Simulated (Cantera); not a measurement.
An adiabatic, constant-pressure homogeneous reactor starts with CO : H₂ : O₂ : N₂ = 1 : 0.19 : 0.248 : 0.932 (molar parts), equivalence ratio 2.4, at 1650 K and 6.71 atm. Integrator tolerance rtol = 1e-08.

Cantera simulation using GRI-Mech 3.0 (53 species, 325 reactions); the numbers are that mechanism's predictions, not measurements. The hydrogen kinetics of GRI-Mech 3.0 are dated; newer H2 mechanisms differ, most at raised pressure.

Task: What does this change do: constant volume in place of constant pressure?

Result: 
| quantity | before | after |
|---|---|---|
| time of steepest temperature rise | 2.37 µs | 2.37 µs |
| temperature at 0.400 s | 2970 K | 3142 K |
| equilibrium temperature | 2970 K | 3142 K |
| x(CO) at 0.400 s | 0.316 (gas-phase equilibrium 0.316) | 0.322 (gas-phase equilibrium 0.322) |
| x(H₂) at 0.400 s | 0.0181 (gas-phase equilibrium 0.0181) | 0.0179 (gas-phase equilibrium 0.0179) |
| x(O₂) at 0.400 s | 0.00287 (gas-phase equilibrium 0.00287) | 0.00468 (gas-phase equilibrium 0.00468) |
| x(N₂O) at 0.400 s | 4.35e-7 (gas-phase equilibrium 4.35e-7) | 8.97e-7 (gas-phase equilibrium 8.97e-7) |
| x(OH) at 0.400 s | 0.00832 (gas-phase equilibrium 0.00832) | 0.0114 (gas-phase equilibrium 0.0114) |
| x(NO) at 0.400 s | 0.00399 (gas-phase equilibrium 0.00399) | 0.00620 (gas-phase equilibrium 0.00620) |
Above 3000 K some thermodynamic fits are extrapolated.
